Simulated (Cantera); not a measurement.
Input (Python, Cantera):

```python
import numpy as np
import cantera as ct

gas = ct.Solution("gri30.yaml")
gas.TPX = 2000, 350000, {'CH4': 1, 'H2O': 0.74}
reactor = ct.IdealGasConstPressureReactor(gas, energy="off", clone=False)
net = ct.ReactorNet([reactor])
net.rtol, net.atol = 1e-08, 1e-18
show = ['CH4', 'H2O', 'CH2', 'C2H6', 'CO', 'CO2', 'O']
times = np.geomspace(0.0003, 70, 13)

steps = ct.SolutionArray(gas, extra=["t"])
rows = []
print(f"{'t/s':>10s}{'T/K':>9s}{'P/Pa':>11s}" + "".join(f"{s:>11s}" for s in show))
for t in times:
    while net.time < t:
        t_next = net.step()
        steps.append(gas.state, t=t_next)
    rows.append([np.interp(t, steps.t, y) for y in (steps.T, steps.P, *steps(*show).X.T)])
    print(f"{t:10.3e}{rows[-1][0]:9.1f}{rows[-1][1]:11.4g}" + "".join(f"{x:11.3e}" for x in rows[-1][2:]))
rate = np.gradient(steps.T, steps.t)
print("integrator steps:", len(steps.t))
if steps.T.max() > steps.T[0] + 200:
    print(f"time of steepest temperature rise: {steps.t[rate.argmax()]:.4e} s")
gas.TPX = 2000, 350000, {'CH4': 1, 'H2O': 0.74}
gas.equilibrate("TP")
print(f"equilibrium (TP): T = {gas.T:.1f} K  " + "  ".join(f"{s} {gas[s].X[0]:.3e}" for s in show))
```

Output:

```
       t/s      T/K       P/Pa        CH4        H2O        CH2       C2H6         CO        CO2          O
 3.000e-04   2000.0    3.5e+05  7.993e-02  2.755e-01  3.733e-06  1.183e-04  1.231e-02  5.689e-04  1.038e-08
 8.403e-04   2000.0    3.5e+05  3.914e-02  2.408e-01  2.546e-06  2.869e-05  2.819e-02  1.981e-03  9.058e-09
 2.354e-03   2000.0    3.5e+05  2.562e-02  1.905e-01  1.736e-06  1.196e-05  6.116e-02  4.056e-03  7.583e-09
 6.593e-03   2000.0    3.5e+05  1.940e-02  1.232e-01  1.034e-06  6.369e-06  1.117e-01  4.653e-03  5.328e-09
 1.847e-02   2000.0    3.5e+05  1.313e-02  5.913e-02  5.201e-07  2.849e-06  1.636e-01  3.052e-03  2.860e-09
 5.173e-02   2000.0    3.5e+05  8.477e-03  1.762e-02  2.592e-07  1.271e-06  1.988e-01  1.053e-03  9.356e-10
 1.449e-01   2000.0    3.5e+05  6.511e-03  1.678e-03  1.739e-07  8.187e-07  2.126e-01  1.053e-04  9.297e-11
 4.059e-01   2000.0    3.5e+05  6.297e-03  1.265e-05  1.654e-07  7.766e-07  2.140e-01  7.955e-07  8.659e-13
 1.137e+00   2000.0    3.5e+05  6.296e-03  8.308e-06  1.654e-07  7.764e-07  2.140e-01  5.218e-07  6.247e-13
 3.185e+00   2000.0    3.5e+05  6.296e-03  8.308e-06  1.654e-07  7.764e-07  2.140e-01  5.218e-07  6.247e-13
 8.921e+00   2000.0    3.5e+05  6.296e-03  8.308e-06  1.654e-07  7.764e-07  2.140e-01  5.218e-07  6.247e-13
 2.499e+01   2000.0    3.5e+05  6.296e-03  8.308e-06  1.654e-07  7.764e-07  2.140e-01  5.218e-07  6.247e-13
 7.000e+01   2000.0    3.5e+05  6.296e-03  8.308e-06  1.654e-07  7.764e-07  2.140e-01  5.218e-07  6.247e-13
integrator steps: 1798
equilibrium (TP): T = 2000.0 K  CH4 6.296e-03  H2O 8.399e-06  CH2 1.654e-07  C2H6 7.765e-07  CO 2.140e-01  CO2 5.274e-07  O 6.301e-13
```

Cantera simulation using GRI-Mech 3.0 (53 species, 325 reactions); the numbers are that mechanism's predictions, not measurements. GRI-Mech 3.0 stops at C3 and has no aromatics, soot or wall deposition, so with more carbon than oxygen in the feed, carbon stays in small species such as C2H2 where larger ones or solid carbon would form.
